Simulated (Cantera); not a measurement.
Feed: 1 mol c-C4F8, 0.36 mol H2, held at 13.0 Pa.

Cantera equilibrium calculation (NASA polynomials, part measured and part estimated; ideal gas, pure solids and liquids). Candidate condensed phases: C, C6H6, C7H8, C8H18; 110 gas species. Ions and electrons are included (thermal ionisation). The feed counts by its element totals alone. Equilibrium is a limit: real reactors are often held back by kinetics, nucleation or transport.

**Question.** At 3727 °C, list the 4 most abundant gas species with their mole fractions, and the condensed phases.

**Answer.** F 0.629, C 0.314, H 0.0566, C2 0.000342. Condensed: gas only.
